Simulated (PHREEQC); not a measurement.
Solution (20 °C): 0.018 mol NaCl, 0.012 mol MgSO4 and 0.0064 mol KBr per kg of water. Closed to the air; pH follows from the charge balance.

All values are PHREEQC results (ion-association model, phreeqc.dat), not measurements.

| quantity | before | after |
|---|---|---|
| ionic strength (mol/kgw) | 0.0589 | 0.0397 |
| Mg+2 (mol/kgw) | 0.00887 | 0.00840 |
| SO4-2 (mol/kgw) | 0.00840 | 0.00824 |
| MgSO4 (mol/kgw) | 0.00313 | 0.00360 |
| KSO4- (mol/kgw) | 0.000147 | 0.000161 |
| MgOH+ (mol/kgw) | 1.02e-7 | 1.04e-7 |

Name the change that produced these shifts.
A. temperature from 20 to 55 °C
B. NaCl left out
C. diluted 10-fold with water
D. MgSO4 from 0.012 to 0.0108 mol/kgw
E. KBr replaced by KCl at the same molality

B, NaCl left out

This is a speciation only: nothing precipitates in the calculation.
